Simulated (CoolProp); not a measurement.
A single-stage vapour-compression cycle with R152A: evaporating at 312.15 K (dew point), condensing at 334.15 K (bubble point), superheat 8 K, subcooling 2 K, compressor efficiency 0.85, no pressure losses. Each further row changes one setting.

Computed with CoolProp (reference Helmholtz-energy equation of state, Outcalt 1996). It is a modified Benedict-Webb-Rubin equation, recast in Helmholtz form.

```
case                              cooling COP  pressure ratio  discharge temperature (K)  refrigerating effect (kJ/kg)  volumetric capacity (kJ/m³)
--------------------------------  -----------  --------------  -------------------------  ----------------------------  ---------------------------
as stated                                10.6            1.74                      349.3                           233                         6110
evaporating temperature 317.15 K         14.1            1.52                      347.6                           236                         7080
condensing temperature 329.15 K          14.1            1.54                      342.8                           243                         6380
subcooling 7 K                           11.0            1.74                      349.3                           243                         6380
superheat 18 K                           10.6            1.74                      359.1                           247                         6120
compressor efficiency 0.75               9.32            1.74                      351.2                           233                         6110
```
